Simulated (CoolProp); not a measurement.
Vapour-liquid equilibrium of ethanol (1) + benzene (2) at 162.05 °C; x and y are mole fractions of (1).

Model: multi-fluid Helmholtz-energy mixture model, Schroeder 2014 and Thol 2012; pair parameters Bell 2016, in CoolProp.

```json
[
 {"x": "0.05", "bubble pressure, mixture model (MPa)": "0.8813", "bubble pressure, Raoult's law (MPa)": "0.7680", "y, mixture model": "[?]", "y, Raoult's law": "0.086"},
 {"x": "0.2", "bubble pressure, mixture model (MPa)": "[?]", "bubble pressure, Raoult's law (MPa)": "0.8553", "y, mixture model": "0.415", "y, Raoult's law": "0.309"},
 {"x": "0.35", "bubble pressure, mixture model (MPa)": "[?]", "bubble pressure, Raoult's law (MPa)": "0.9425", "y, mixture model": "[?]", "y, Raoult's law": "0.490"},
 {"x": "0.5", "bubble pressure, mixture model (MPa)": "[?]", "bubble pressure, Raoult's law (MPa)": "1.030", "y, mixture model": "[?]", "y, Raoult's law": "0.641"},
 {"x": "0.65", "bubble pressure, mixture model (MPa)": "1.371", "bubble pressure, Raoult's law (MPa)": "1.117", "y, mixture model": "0.676", "y, Raoult's law": "0.768"},
 {"x": "0.8", "bubble pressure, mixture model (MPa)": "[?]", "bubble pressure, Raoult's law (MPa)": "1.204", "y, mixture model": "0.787", "y, Raoult's law": "0.877"},
 {"x": "0.95", "bubble pressure, mixture model (MPa)": "1.338", "bubble pressure, Raoult's law (MPa)": "1.292", "y, mixture model": "0.940", "y, Raoult's law": "0.971"}
]
```

What belongs in the gaps?


- 0.05, y, mixture model: 0.177
- 0.2, bubble pressure, mixture model (MPa): 1.146
- 0.35, bubble pressure, mixture model (MPa): 1.271
- 0.35, y, mixture model: 0.519
- 0.5, bubble pressure, mixture model (MPa): 1.337
- 0.5, y, mixture model: 0.594
- 0.8, bubble pressure, mixture model (MPa): 1.373

The largest gap from Raoult's law is +34.9 % in bubble pressure, at x = 0.35. y crosses x between x = 0.65 and 0.8: the model has an azeotrope there.

Pair parameters are fitted to limited data, so mixtures are less certain than the pure fluids.
